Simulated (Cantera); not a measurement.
## Hydrogen reduction and annealing atmospheres: PbS + H₂ + N₂ + H₂S

Charge: 1 mol PbS, 9.7 mol H₂, 9.8 mol N₂, 0.00061 mol H₂S, held at 3.20 bar.

Equilibrium computed with Cantera from the NASA thermochemical tables; the gas is ideal and each condensed phase is pure. Candidate condensed phases: Pb, PbS, S; 18 gas species. Mutual solubility and eutectic melting of coexisting phases are not modelled. Equilibrium is a limit: real reactors are often held back by kinetics, nucleation or transport.

From 848 K to 1198 K the condensed part is Pb(l) + PbS(s). The main Pb-bearing gas is PbS throughout.

| T (K) | x N₂ | x H₂ | x H₂S | x PbS | x NH₃ | x Pb | x SH | x S₂ | n Pb(l) | n PbS(s) |
|---|---|---|---|---|---|---|---|---|---|---|
| 848 | 0.503 | 0.494 | 0.00173 | 2.37e-7 | 0.00149 | 9.35e-8 | 2.40e-10 | 4.35e-12 | 0.0330 | 0.967 |
| 898 | 0.503 | 0.493 | 0.00312 | 1.36e-6 | 0.000968 | 4.05e-7 | 1.58e-9 | 5.82e-11 | 0.0601 | 0.940 |
| 948 | 0.503 | 0.492 | 0.00524 | 6.45e-6 | 0.000654 | 1.50e-6 | 8.53e-9 | 5.89e-10 | 0.102 | 0.898 |
| 998 | 0.503 | 0.489 | 0.00832 | 2.60e-5 | 0.000457 | 4.84e-6 | 3.86e-8 | 4.71e-9 | 0.162 | 0.838 |
| 1048 | 0.502 | 0.485 | 0.0126 | 9.13e-5 | 0.000328 | 1.40e-5 | 1.51e-7 | 3.07e-8 | 0.244 | 0.754 |
| 1098 | 0.502 | 0.479 | 0.0181 | 0.000285 | 0.000242 | 3.65e-5 | 5.18e-7 | 1.68e-7 | 0.353 | 0.641 |
| 1148 | 0.502 | 0.472 | 0.0252 | 0.000800 | 0.000181 | 8.76e-5 | 1.59e-6 | 7.89e-7 | 0.489 | 0.493 |
| 1198 | 0.501 | 0.462 | 0.0337 | 0.00205 | 0.000137 | 0.000195 | 4.42e-6 | 3.25e-6 | 0.655 | 0.301 |
x: gas mole fraction; n: condensed amount in mol.
